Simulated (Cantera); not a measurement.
An isothermal, constant-pressure homogeneous reactor starts with 31.5 % H₂, 68.5 % O₂, at 1125 K and 0.0100 bar.

Computed with Cantera and the H2/O2 subset of GRI-Mech 3.0, which has no nitrogen chemistry. Radical loss at walls, strong at low pressure, is not modelled. The temperature is held fixed by assumption; the heat of reaction is taken as removed at once.

x: mole fraction; the columns are a selection and need not sum to one.

| t (s) | x H₂ | x O₂ | x HO₂ | x H₂O₂ | x H₂O |
|---|---|---|---|---|---|
| 6.00e-5 | 0.315 | 0.685 | 1.96e-9 | <1e-12 | 3.51e-10 |
| 0.000143 | 0.315 | 0.685 | 4.70e-9 | 3.21e-12 | 3.48e-9 |
| 0.000343 | 0.315 | 0.685 | 1.13e-8 | 1.84e-11 | 5.02e-8 |
| 0.000820 | 0.315 | 0.685 | 3.85e-8 | 1.17e-10 | 4.12e-6 |
| 0.00196 | 0.237 | 0.647 | 4.74e-6 | (withheld) | 0.0550 |
| 0.00469 | 0.0176 | 0.547 | 9.06e-6 | (withheld) | 0.247 |
| 0.0112 | 0.0124 | 0.580 | 1.07e-5 | (withheld) | 0.304 |
| 0.0268 | 0.00405 | 0.613 | 1.08e-5 | (withheld) | 0.357 |
| 0.0640 | 0.000557 | 0.624 | 6.01e-6 | (withheld) | 0.372 |
| 0.153 | 7.25e-5 | 0.626 | 1.68e-6 | (withheld) | 0.373 |
| 0.366 | 1.36e-5 | 0.626 | 4.20e-7 | (withheld) | 0.374 |
| 0.875 | 3.45e-6 | 0.626 | 1.23e-7 | (withheld) | 0.374 |
| 2.09 | 1.06e-6 | 0.626 | 4.17e-8 | (withheld) | 0.374 |
| 5.00 | 3.68e-7 | 0.626 | 1.62e-8 | (withheld) | 0.374 |

Task: Fill in the missing entries.

Result: 
- 0.00196, x H₂O₂: 1.84e-7
- 0.00469, x H₂O₂: 2.76e-7
- 0.0112, x H₂O₂: 4.13e-7
- 0.0268, x H₂O₂: 6.05e-7
- 0.0640, x H₂O₂: 4.83e-7
- 0.153, x H₂O₂: 2.18e-7
- 0.366, x H₂O₂: 9.02e-8
- 0.875, x H₂O₂: 3.84e-8
- 2.09, x H₂O₂: 1.67e-8
- 5.00, x H₂O₂: 7.27e-9
